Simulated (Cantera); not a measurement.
An isothermal, constant-pressure homogeneous reactor starts with NO : N₂ = 1 : 1.3 (molar parts), at 2048 K and 0.133 bar.

Computed with Cantera and GRI-Mech 3.0 (53 species, 325 reactions).

**Question.** Predict: x(NO) at 7.00 s; x(O) at 7.00 s; x(NO₂) at 7.00 s; x(N₂) at 7.00 s; x(N₂O) at 7.00 s; x(O₂) at 7.00 s.

**Answer.** 
```json
{
 "x(NO) at 7.00 s": "0.0247 (gas-phase equilibrium 0.00874)",
 "x(O) at 7.00 s": "0.00120 (gas-phase equilibrium 0.00122)",
 "x(NO₂) at 7.00 s": "1.42e-5 (gas-phase equilibrium 5.11e-6)",
 "x(N₂) at 7.00 s": "0.770 (gas-phase equilibrium 0.778)",
 "x(N₂O) at 7.00 s": "3.58e-7 (gas-phase equilibrium 1.78e-7)",
 "x(O₂) at 7.00 s": "0.204 (gas-phase equilibrium 0.212)"
}
```
